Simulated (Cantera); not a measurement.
A diamond (100) surface in a fixed gas of H2 with x(CH4) = 0.0044, x(H) = 0.00023, at 1100 K, 0.0503 atm; coverages are run to steady state.

Cantera simulation using the Harris–Goodwin 1993 mechanism for the reconstructed diamond (100) surface; the numbers are that mechanism's predictions, not measurements.

θ: site fractions in the mechanism's names (c6HH fully hydrogenated, c6H* and c6*H radical sites, c6** diradical, c6HM methylated).

| x(CH3) | growth (µm/h) | θ c6HH | θ c6H* | θ c6*H | θ c6** | θ c6HM |
|---|---|---|---|---|---|---|
| 1e-06 | 0.00429 | 0.557 | 0.0257 | 0.407 | 0.00986 | 0.000140 |
| 2.6e-06 | 0.0111 | 0.557 | 0.0257 | 0.407 | 0.00985 | 0.000364 |
| 6.7e-06 | ___ | 0.556 | 0.0257 | 0.407 | 0.00982 | ___ |
| 1.7e-05 | 0.0724 | 0.555 | 0.0256 | 0.406 | 0.00973 | 0.00237 |
| 4.5e-05 | 0.189 | 0.552 | 0.0254 | 0.403 | 0.00951 | 0.00620 |
| 0.00011 | 0.449 | 0.544 | 0.0251 | 0.397 | 0.00902 | 0.0148 |
| 0.0003 | 1.13 | 0.525 | 0.0241 | 0.382 | 0.00781 | 0.0378 |
| 0.00077 | 2.47 | 0.485 | 0.0221 | 0.351 | 0.00576 | 0.0853 |
| 0.002 | ___ | ___ | ___ | ___ | ___ | ___ |

What belongs in the gaps?


- 6.7e-06, growth (µm/h): 0.0287
- 6.7e-06, θ c6HM: 0.000936
- 0.002, growth (µm/h): 4.77
- 0.002, θ c6HH: 0.412
- 0.002, θ c6H*: 0.0185
- 0.002, θ c6*H: 0.294
- 0.002, θ c6**: 0.00320
- 0.002, θ c6HM: 0.174
